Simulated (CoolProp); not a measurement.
Vapour-liquid equilibrium of isobutene (1) + n-butane (2) at 15.45 °C; x and y are mole fractions of (1).

Computed with CoolProp (multi-fluid Helmholtz-energy mixture model, Lemmon 2005 and Bücker 2006; pair parameters Bell 2016).

```json
[
 {"x": "0.05", "bubble pressure, mixture model (kPa)": "181.8", "bubble pressure, Raoult's law (kPa)": "181.2", "y, mixture model": "0.064", "y, Raoult's law": "0.062"},
 {"x": "0.15", "bubble pressure, mixture model (kPa)": "187.5", "bubble pressure, Raoult's law (kPa)": "185.9", "y, mixture model": "0.185", "y, Raoult's law": "0.182"},
 {"x": "0.25", "bubble pressure, mixture model (kPa)": "192.8", "bubble pressure, Raoult's law (kPa)": "190.6", "y, mixture model": "0.298", "y, Raoult's law": "0.296"},
 {"x": "0.35", "bubble pressure, mixture model (kPa)": "197.8", "bubble pressure, Raoult's law (kPa)": "195.3", "y, mixture model": "0.403", "y, Raoult's law": "0.405"},
 {"x": "0.45", "bubble pressure, mixture model (kPa)": "202.6", "bubble pressure, Raoult's law (kPa)": "200.0", "y, mixture model": "0.504", "y, Raoult's law": "0.508"},
 {"x": "0.55", "bubble pressure, mixture model (kPa)": "207.1", "bubble pressure, Raoult's law (kPa)": "204.7", "y, mixture model": "0.600", "y, Raoult's law": "0.607"},
 {"x": "0.65", "bubble pressure, mixture model (kPa)": "211.5", "bubble pressure, Raoult's law (kPa)": "209.4", "y, mixture model": "0.694", "y, Raoult's law": "0.701"},
 {"x": "0.75", "bubble pressure, mixture model (kPa)": "215.7", "bubble pressure, Raoult's law (kPa)": "214.1", "y, mixture model": "0.784", "y, Raoult's law": "0.791"},
 {"x": "0.85", "bubble pressure, mixture model (kPa)": "219.9", "bubble pressure, Raoult's law (kPa)": "218.8", "y, mixture model": "0.872", "y, Raoult's law": "0.877"},
 {"x": "0.95", "bubble pressure, mixture model (kPa)": "223.9", "bubble pressure, Raoult's law (kPa)": "223.6", "y, mixture model": "0.958", "y, Raoult's law": "0.960"}
]
```

The largest gap from Raoult's law is +1.3 % in bubble pressure, at x = 0.35. No azeotrope shows between x = 0.05 and 0.95.

The pair parameters rest on a limited set of measurements; away from them the model extrapolates.
